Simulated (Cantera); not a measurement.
Source: NASA polynomial tables (part measured, part estimated), evaluated in Cantera. Values are per mole of reaction as written; species without (g) are pure solids or liquids, kept so even where they would boil at 1 bar.

Problem. Between 575 and 1075 K, where is each reaction favourable under standard conditions?
- 6 HBO2(g) → 2 O3(g) + 3 B2O2(g) + 3 H2(g)
- 2 HBO2(g) → B2O3(g) + O(g) + 2 H(g)

Solution. 
- 6 HBO2(g) → 2 O3(g) + 3 B2O2(g) + 3 H2(g): ΔG° is 2180 kJ at 575 K and 2066 kJ at 1075 K; it stays positive (K < 1). ΔH° is 2324 kJ and ΔS° 240 J/K at 1075 K.
- 2 HBO2(g) → B2O3(g) + O(g) + 2 H(g): ΔG° is 854 kJ at 575 K and 737 kJ at 1075 K; it stays positive (K < 1). ΔH° is 997 kJ and ΔS° 241 J/K at 1075 K.
